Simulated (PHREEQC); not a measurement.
Consider water at 20 °C with 12 mmol/kgw KHCO3 and 0.78 mmol/kgw NH4HCO3. Closed to the air; pH follows from the charge balance.

Equilibrium calculation in PHREEQC: ion-association model, phreeqc.dat.

This is a speciation only: nothing precipitates in the calculation.

What pH, ionic strength, specific conductance does the model give?

pH 8.21; ionic strength 0.0129 mol/kgw; specific conductance 1240 µS/cm.

In which forms is C present?

HCO3- 98 %, CO2 1.3 %, CO3-2 0.9 % of the C.
